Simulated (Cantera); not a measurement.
Source: NASA polynomial tables (part measured, part estimated), evaluated in Cantera. Values are per mole of reaction as written; species without (g) are pure solids or liquids, kept so even where they would boil at 1 bar.

P4O10 + 10 NO(g) = 10 NO2(g) + 2 P2(g)

```
T (K)  ΔH° (kJ)  ΔS° (J/K)  ΔG° (kJ)  log10 K
-----  --------  ---------  --------  -------
373           …          …         …        …
423      2716.2      472.9    2516.2  -310.71
473      2711.6      462.5    2492.8  -275.28
523      2706.6      452.5    2469.9  -246.68
573           …          …         …        …
623      2695.7      433.4    2425.6  -203.37
673           …          …         …        …
```

Question: Fill in the missing entries.

Answer: 
- 373, ΔH° (kJ): 2720.6
- 373, ΔS° (J/K): 483.9
- 373, ΔG° (kJ): 2540.1
- 373, log10 K: -355.70
- 573, ΔH° (kJ): 2701.3
- 573, ΔS° (J/K): 442.9
- 573, ΔG° (kJ): 2447.5
- 573, log10 K: -223.11
- 673, ΔH° (kJ): 2689.6
- 673, ΔS° (J/K): 424.1
- 673, ΔG° (kJ): 2404.2
- 673, log10 K: -186.60
